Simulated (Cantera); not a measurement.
Charge: 1 mol Na2CO3, 0.19 mol CO2, 0.065 mol O2, equilibrated at 1200 Pa.

Equilibrium computed with Cantera from the NASA thermochemical tables; the gas is ideal and each condensed phase is pure. Candidate condensed phases: C, Na, NaO2, Na2CO3, Na2O, Na2O2; 16 gas species. Equilibrium is a limit: real reactors are often held back by kinetics, nucleation or transport.

**Question.** At 2000 K, list the 5 most abundant gas species with their mole fractions, and the condensed phases.

**Answer.** Na 0.527, CO2 0.306, O2 0.152, CO 0.00949, NaO 0.00359. Condensed: gas only.
